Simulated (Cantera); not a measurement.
What does this Cantera script print?

```python
import numpy as np
import cantera as ct

gas_names = """
    H HNO HNO2 HNO3 HO2 H2 H2O H2O2 N NH NH2 NH3 NH2OH NO NO2 NO3 N2 N2H2 N2H4 N2O O OH O2 O3 Zr ZrN ZrO
    ZrO2
""".split()
cond_names = """
    H2O(s) H2O(L) Zr(a) Zr(b) Zr(L) ZrN(s) ZrN(L) ZrO2(a) ZrO2(b) ZrO2(L)
""".split()


# ... load() reads the species with a 1 bar reference pressure and builds the phases ...
atoms = {
    'Zr': {'Zr': 1},
    'N2O': {'N': 2, 'O': 1},
    'H2': {'H': 2},
}
top_T = {}  # K; cautious upper limits of use, not melting points


# ... equilibrate(T, P, feed) seeds the gas with the atoms and calls Mixture.equilibrate('TP', solver="vcs", rtol=1e-11, max_steps=5000) ...
results = []
feed = {'Zr': 1, 'N2O': 9.7, 'H2': 93}  # mol
P = 0.74  # Pa
for T in [1648, 1698, 1748, 1798, 1848, 1898, 1948, 1998, 2048, 2098, 2148, 2198, 2248]:
    mix = equilibrate(T, P, feed)
    results.append((T, P, feed, dict(zip(mix.species_names, mix.species_moles))))

top = {s: max(r[3][s] / sum(r[3][g] for g in gas_names) for r in results) for s in gas_names}
cols = sorted((s for s in top if top[s] > 0.001), key=lambda s: -top[s])[:9]
seen = [c for c in cond_names if any(r[3].get(c, 0) > 1e-12 for r in results)]
print("log10 of partial pressures in bar; condensed amounts in mol")
print(f"{'T/K':>10s}" + "".join(f"{s[:9]:>10s}" for s in cols + seen))
for T, P, feed, n in results:
    ng = sum(n[g] for g in gas_names)
    print(f"{T:10.4g}" + "".join(f"{np.log10(max(n[s] / ng * P / 1e5, 1e-99)):10.3f}" for s in cols)
          + "".join(f"{n.get(c, 0):10.4g}" for c in seen))
```

Result:

```
log10 of partial pressures in bar; condensed amounts in mol
       T/K         H        H2        N2       H2O         O        OH   ZrO2(b)
      1648    -6.663    -5.226    -6.162    -6.263   -10.574    -9.048         1
      1698    -6.457    -5.235    -6.166    -6.268   -10.098    -8.779         1
      1748    -6.265    -5.248    -6.172    -6.275    -9.647    -8.526         1
      1798    -6.087    -5.268    -6.180    -6.286    -9.218    -8.287         1
      1848    -5.924    -5.296    -6.192    -6.302    -8.808    -8.063         1
      1898    -5.775    -5.336    -6.209    -6.325    -8.415    -7.852         1
      1948    -5.642    -5.391    -6.230    -6.361    -8.038    -7.656    0.9998
      1998    -5.527    -5.464    -6.256    -6.416    -7.679    -7.480    0.9994
      2048    -5.430    -5.560    -6.287    -6.503    -7.348    -7.336    0.9981
      2098    -5.351    -5.679    -6.322    -6.645    -7.063    -7.244    0.9939
      2148    -5.291    -5.823    -6.357    -6.867    -6.847    -7.226    0.9814
      2198    -5.249    -5.989    -6.387    -7.175    -6.708    -7.291    0.9458
      2248    -5.220    -6.172    -6.410    -7.549    -6.631    -7.422    0.8481
```

These are equilibrium values from Cantera (NASA tables, ideal gas, pure condensed phases), not measurements of a reactor.
